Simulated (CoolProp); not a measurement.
A closed Brayton cycle with nitrogen: compressor inlet 305.15 K and 4.7 MPa, high pressure 13.4 MPa, turbine inlet 705 K, compressor efficiency 0.89, turbine efficiency 0.93, recuperator effectiveness 0.95 (on enthalpy, no pinch check). Each further row changes one setting.

Model: reference Helmholtz-energy equation of state, Span 2000, in CoolProp.

| case | thermal efficiency (%) | net work (kJ/kg) | compressor to turbine work | compressor exit (K) | turbine exit (K) |
|---|---|---|---|---|---|
| as stated | 28.7 | 55.9 | 0.70 | 426.7 | 539.9 |
| turbine inlet 655 K | 23.8 | 42.7 | 0.75 | 426.7 | 500.2 |
| compressor inlet 315.15 K | 26.6 | 51.5 | 0.72 | 440.6 | 539.9 |
| high pressure 11.4 MPa | 31.1 | 53.3 | 0.66 | 405.5 | 562.8 |
| recuperator effectiveness 0.5 | 22.4 | 55.9 | 0.70 | 426.7 | 539.9 |
